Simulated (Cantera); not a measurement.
An isothermal, constant-pressure homogeneous reactor starts with 1.42 % H2, 78.8 % O2, 19.7 % N2, 0.110 % H2O, equivalence ratio 0.0090, at 950 K and 20.0 Torr.

Model: the H2/O2 subset of GRI-Mech 3.0, which has no nitrogen chemistry, integrated in Cantera. Radical loss at walls, strong at low pressure, is not modelled.

x: mole fraction; the columns are a selection and need not sum to one.

```
t (s)         x H2   x O2    x H2O2     x HO2       x H
--------  --------  -----  --------  --------  --------
2.00e-6     0.0142  0.788    <1e-12    <1e-12    <1e-12
2.00e-5     0.0142  0.788    <1e-12  1.03e-12    <1e-12
0.000200    0.0142  0.788    <1e-12  1.05e-11  6.16e-12
0.00200     0.0142  0.788    <1e-12  1.58e-10  2.60e-10
0.0200    0.000461  0.784       ___   6.74e-6  0.000470
0.200      2.87e-6  0.786       ___   5.18e-7   4.82e-7
2.00       3.20e-8  0.786       ___   2.24e-8   1.33e-9
20.0      5.09e-10  0.786  4.96e-10   1.29e-9  1.45e-11
200       3.40e-11  0.786  4.94e-11  1.46e-10    <1e-12
```

Some entries are withheld; supply them.


- 0.0200, x H2O2: 1.57e-7
- 0.200, x H2O2: 3.09e-8
- 2.00, x H2O2: 5.13e-9
